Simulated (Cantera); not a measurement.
**Stirred combustor or abatement burner**

A perfectly stirred reactor is fed with CO : H2 : O2 : N2 = 1 : 0.24 : 0.387 : 1.46 (molar parts), at 3750 Torr; it is adiabatic with a 300 K inlet, and is followed from long to short residence time, starting on the burning branch (τ in s: 0.023, 0.013, 0.0078, 0.0045, 0.0026, 0.0015, 0.00086, 0.0005, 0.00029, 0.00016, 9.5e-05, 5.5e-05, 3.2e-05).

Detailed kinetics in Cantera: GRI-Mech 3.0 (53 species, 325 reactions). The hydrogen kinetics of GRI-Mech 3.0 are dated; newer H2 mechanisms differ, most at raised pressure.

| τ (s) | T (K) | x CO | x H2 | x O2 | x CO2 | x H2O | x H | x N2O |
|---|---|---|---|---|---|---|---|---|
| 0.023 | 2288 | 0.162 | 0.0108 | 0.000268 | 0.207 | 0.0769 | 0.000965 | 4.02e-8 |
| 0.013 | 2283 | 0.163 | 0.0108 | 0.000404 | 0.207 | 0.0766 | 0.00120 | 4.92e-8 |
| 0.0078 | 2276 | 0.163 | 0.0109 | 0.000591 | 0.207 | 0.0763 | 0.00149 | 5.94e-8 |
| 0.0045 | 2267 | 0.163 | 0.0109 | 0.000892 | 0.206 | 0.0758 | 0.00188 | 7.29e-8 |
| 0.0026 | 2253 | 0.164 | 0.0110 | 0.00134 | 0.205 | 0.0751 | 0.00239 | 8.90e-8 |
| 0.0015 | 2235 | 0.165 | 0.0111 | 0.00200 | 0.203 | 0.0743 | 0.00305 | 1.08e-7 |
| 0.00086 | 2211 | 0.167 | 0.0113 | 0.00294 | 0.201 | 0.0732 | 0.00392 | 1.29e-7 |
| 0.00050 | 2179 | 0.169 | 0.0115 | 0.00419 | 0.198 | 0.0719 | 0.00502 | 1.50e-7 |
| 0.00029 | 2138 | 0.171 | 0.0118 | 0.00582 | 0.194 | 0.0702 | 0.00644 | 1.71e-7 |
| 0.00016 | 2081 | 0.175 | 0.0122 | 0.00807 | 0.189 | 0.0681 | 0.00844 | 1.93e-7 |
| 9.5e-5 | 2021 | 0.179 | 0.0126 | 0.0105 | 0.183 | 0.0660 | 0.0106 | 2.08e-7 |
| 5.5e-5 | 1945 | 0.183 | 0.0130 | 0.0136 | 0.176 | 0.0636 | 0.0134 | 2.22e-7 |
| 3.2e-5 | 1857 | 0.190 | 0.0133 | 0.0175 | 0.168 | 0.0614 | 0.0163 | 2.35e-7 |
x: mole fraction; the columns are a selection and need not sum to one.
